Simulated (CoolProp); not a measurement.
n-perfluorohexane at several states: Z from the reference equation and from simpler models built on Tc = 174.9 °C, pc = 17.42 bar, ω = 0.497; each cubic takes its own stable root.

The numbers come from the reference Helmholtz-energy equation of state, Gao 2022 in CoolProp.

```csv
T (°C),p (bar),phase,reference
93.65,0.997,gas,0.9582
167.55,3.78,gas,0.9140
146.75,0.121,gas,0.9969
-18.95,0.512,liquid,0.004550
```

### Question
How far does each simpler model (van der Waals, Redlich-Kwong, Peng-Robinson) lie from the reference over these 4 states: mean and median of the absolute difference, and the worst?

### Answer
- van der Waals: mean 5288.4 %, median 1.5 %, worst +21150.5 % at -18.95 °C and 0.512 bar
- Redlich-Kwong: mean 5.9 %, median 0.6 %, worst +22.4 % at -18.95 °C and 0.512 bar
- Peng-Robinson: mean 0.9 %, median 0.4 %, worst +2.9 % at -18.95 °C and 0.512 bar

At some of these states van der Waals gives the other phase, because its saturation line lies elsewhere.
